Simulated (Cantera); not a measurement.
Feed: 1 mol BN, 3.9 mol NF3, 26 mol H2, equilibrated at 1075 K and 0.00133 bar.

These are equilibrium values from Cantera (NASA tables, ideal gas, pure condensed phases), not measurements of a reactor. Candidate condensed phases: B, BN; 31 gas species. The numbers say what is thermodynamically allowed, not how fast it happens.

### Question
What is the equilibrium state?

### Answer
```json
{
  "x(H2)": "0.641",
  "x(HF)": "0.257",
  "x(N2)": "0.0725",
  "x(BF3)": "0.0296",
  "x(BHF2)": "1.15e-6",
  "gas_amount": "33.80 mol",
  "log10 activity of B(s) (absent)": "-10.05"
}
```
